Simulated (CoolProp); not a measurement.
Vapour-liquid equilibrium of o-xylene (1) + n-decane (2) at 0.851 MPa; x and y are mole fractions of (1).

The numbers come from the multi-fluid Helmholtz-energy mixture model, Zhou 2012 and Lemmon 2006; pair parameters Bell 2016 in CoolProp.

| x | bubble temperature, mixture model (K) | bubble temperature, Raoult's law (K) | y, mixture model | y, Raoult's law |
|---|---|---|---|---|
| 0.05 | 552.9 | 552.6 | 0.068 | 0.081 |
| 0.15 | 549.2 | 548.5 | 0.199 | 0.229 |
| 0.25 | 545.6 | 544.7 | 0.323 | 0.361 |
| 0.35 | 542.0 | 541.0 | 0.439 | 0.478 |
| 0.45 | 538.5 | 537.5 | 0.546 | 0.583 |
| 0.55 | 535.1 | 534.2 | 0.645 | 0.678 |
| 0.65 | 531.7 | 531.0 | 0.737 | 0.762 |
| 0.75 | 528.5 | 527.9 | 0.820 | 0.839 |
| 0.85 | 525.4 | 525.0 | 0.897 | 0.908 |
| 0.95 | 522.4 | 522.3 | 0.967 | 0.971 |

The largest gap from Raoult's law is +1.0 K in bubble temperature, at x = 0.35. No azeotrope shows between x = 0.05 and 0.95.

The pair parameters rest on a limited set of measurements; away from them the model extrapolates.
